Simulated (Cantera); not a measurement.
Charge: 1 mol HMDSO, a varied amount of O2, 85 mol H2, 2.4 mol O3, equilibrated at 1075 K and 0.0555 Torr.

Equilibrium computed with Cantera from the NASA thermochemical tables; the gas is ideal and each condensed phase is pure. Candidate condensed phases: C, C6H6, C7H8, C8H18, H2O, Si, SiC, SiO2; 123 gas species. The feed counts by its element totals alone. The numbers say what is thermodynamically allowed, not how fast it happens.

x: gas mole fraction; n: condensed amount in mol.

```json
[
 {"n(O2) (mol)": "1.9", "x H2": "0.921", "x H2O": "0.0187", "x CO": "0.0587", "x CO2": "0.00128", "x H": "1.64e-6", "n SiO2(β-quartz)": "2.00"},
 {"n(O2) (mol)": "2.2", "x H2": "0.916", "x H2O": "0.0243", "x CO": "0.0583", "x CO2": "0.00167", "x H": "1.63e-6", "n SiO2(β-quartz)": "2.00"},
 {"n(O2) (mol)": "2.6", "x H2": "0.908", "x H2O": "0.0318", "x CO": "0.0578", "x CO2": "0.00218", "x H": "1.63e-6", "n SiO2(β-quartz)": "2.00"},
 {"n(O2) (mol)": "3", "x H2": "0.901", "x H2O": "0.0393", "x CO": "0.0573", "x CO2": "0.00269", "x H": "1.62e-6", "n SiO2(β-quartz)": "2.00"},
 {"n(O2) (mol)": "3.4", "x H2": "0.893", "x H2O": "?", "x CO": "0.0568", "x CO2": "?", "x H": "1.61e-6", "n SiO2(β-quartz)": "2.00"},
 {"n(O2) (mol)": "4", "x H2": "0.882", "x H2O": "0.0580", "x CO": "0.0560", "x CO2": "0.00397", "x H": "1.60e-6", "n SiO2(β-quartz)": "2.00"},
 {"n(O2) (mol)": "4.6", "x H2": "0.871", "x H2O": "0.0693", "x CO": "0.0553", "x CO2": "0.00473", "x H": "1.59e-6", "n SiO2(β-quartz)": "2.00"},
 {"n(O2) (mol)": "5.3", "x H2": "0.858", "x H2O": "0.0824", "x CO": "0.0544", "x CO2": "0.00562", "x H": "1.58e-6", "n SiO2(β-quartz)": "2.00"},
 {"n(O2) (mol)": "6.1", "x H2": "0.843", "x H2O": "0.0974", "x CO": "0.0534", "x CO2": "0.00663", "x H": "1.57e-6", "n SiO2(β-quartz)": "2.00"},
 {"n(O2) (mol)": "7.1", "x H2": "0.824", "x H2O": "?", "x CO": "0.0521", "x CO2": "?", "x H": "1.55e-6", "n SiO2(β-quartz)": "2.00"},
 {"n(O2) (mol)": "8.2", "x H2": "0.803", "x H2O": "0.137", "x CO": "0.0507", "x CO2": "0.00928", "x H": "1.53e-6", "n SiO2(β-quartz)": "2.00"},
 {"n(O2) (mol)": "9.5", "x H2": "0.779", "x H2O": "0.161", "x CO": "0.0491", "x CO2": "0.0109", "x H": "1.51e-6", "n SiO2(β-quartz)": "2.00"}
]
```

Fill in the missing entries.


- 3.4, x H2O: 0.0468
- 3.4, x CO2: 0.00320
- 7.1, x H2O: 0.116
- 7.1, x CO2: 0.00790
